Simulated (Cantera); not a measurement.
Charge: 1 mol SiHCl3, 0.09 mol CH4, 6.6 mol H2, held at 1173.15 K and 2300 Pa.

Method: chemical equilibrium by Gibbs-energy minimisation in Cantera with the NASA 1993 tables (ideal gas, pure condensed phases). Candidate condensed phases: C, C6H6, C7H8, C8H18, Si, SiC; 109 gas species. Mutual solubility and eutectic melting of coexisting phases are not modelled. The tables' values for SiCl3 are old estimates; treat these amounts as uncertain. The numbers say what is thermodynamically allowed, not how fast it happens.

Question: What is the equilibrium state?

Answer: 
| Item | Value |
|---|---|
| x(H2) | 0.834 |
| x(HCl) | 0.0813 |
| x(SiCl4) | 0.0460 |
| x(SiCl2) | 0.0180 |
| x(SiHCl3) | 0.0110 |
| x(SiCl3) | 0.00918 |
| x(SiH2Cl2) | 0.000337 |
| x(SiH3Cl) | 2.81e-6 |
| n(Si(s)) | 0.210 mol |
| n(SiC(s)) | 0.0900 mol |
| gas amount | 8.267 mol |
| log10 activity of C(graphite) (absent) | -2.85 |
